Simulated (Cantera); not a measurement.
What does this Cantera script print?

```python
import numpy as np
import cantera as ct

gas = ct.Solution("gri30.yaml")
gas.TPX = 1325, 600000, {'CH4': 1, 'C2H6': 0.096, 'O2': 1.11, 'N2': 4.18}
reactor = ct.IdealGasReactor(gas, energy="on", clone=False)
net = ct.ReactorNet([reactor])
net.rtol, net.atol = 1e-08, 1e-16
show = ['CH4', 'C2H6', 'O2', 'O', 'NO', 'HCO']
times = np.geomspace(4e-06, 0.1, 12)

steps = ct.SolutionArray(gas, extra=["t"])
rows = []
print(f"{'t/s':>10s}{'T/K':>9s}{'P/Pa':>11s}" + "".join(f"{s:>11s}" for s in show))
for t in times:
    while net.time < t:
        t_next = net.step()
        steps.append(gas.state, t=t_next)
    rows.append([np.interp(t, steps.t, y) for y in (steps.T, steps.P, *steps(*show).X.T)])
    print(f"{t:10.3e}{rows[-1][0]:9.1f}{rows[-1][1]:11.4g}" + "".join(f"{x:11.3e}" for x in rows[-1][2:]))
rate = np.gradient(steps.T, steps.t)
print("integrator steps:", len(steps.t))
if steps.T.max() > steps.T[0] + 200:
    print(f"time of steepest temperature rise: {steps.t[rate.argmax()]:.4e} s")
gas.TPX = 1325, 600000, {'CH4': 1, 'C2H6': 0.096, 'O2': 1.11, 'N2': 4.18}
gas.equilibrate("UV")
print(f"equilibrium (UV): T = {gas.T:.1f} K  " + "  ".join(f"{s} {gas[s].X[0]:.3e}" for s in show))
```

Result:

```
       t/s      T/K       P/Pa        CH4       C2H6         O2          O         NO        HCO
 4.000e-06   1325.0      6e+05  1.566e-01  1.503e-02  1.738e-01  1.033e-09  5.627e-18  3.265e-13
 1.004e-05   1324.9      6e+05  1.566e-01  1.502e-02  1.738e-01  2.674e-09  3.772e-17  2.995e-12
 2.522e-05   1324.9      6e+05  1.566e-01  1.501e-02  1.738e-01  7.961e-09  3.096e-16  4.211e-11
 6.331e-05   1325.3  6.002e+05  1.565e-01  1.491e-02  1.737e-01  2.750e-08  4.814e-15  9.361e-10
 1.590e-04   1329.9  6.025e+05  1.555e-01  1.447e-02  1.728e-01  6.259e-08  7.530e-14  1.195e-08
 3.991e-04   1392.0  6.342e+05  1.449e-01  1.126e-02  1.628e-01  5.209e-07  4.276e-12  4.424e-07
 1.002e-03   2648.2  1.443e+06  2.498e-09  1.437e-18  4.345e-06  1.594e-05  1.637e-04  1.214e-06
 2.516e-03   2648.7  1.443e+06  2.455e-09  1.394e-18  4.366e-06  1.601e-05  1.129e-04  1.216e-06
 6.318e-03   2648.7  1.443e+06  2.455e-09  1.393e-18  4.367e-06  1.601e-05  1.118e-04  1.216e-06
 1.586e-02   2648.7  1.443e+06  2.455e-09  1.393e-18  4.367e-06  1.601e-05  1.118e-04  1.216e-06
 3.983e-02   2648.7  1.443e+06  2.455e-09  1.393e-18  4.367e-06  1.601e-05  1.118e-04  1.216e-06
 1.000e-01   2648.7  1.443e+06  2.455e-09  1.393e-18  4.367e-06  1.601e-05  1.118e-04  1.216e-06
integrator steps: 1968
time of steepest temperature rise: 4.8952e-04 s
equilibrium (UV): T = 2648.7 K  CH4 2.752e-09  C2H6 1.701e-18  O2 4.367e-06  O 1.601e-05  NO 1.118e-04  HCO 1.216e-06
```

Model: GRI-Mech 3.0 (53 species, 325 reactions), integrated in Cantera.
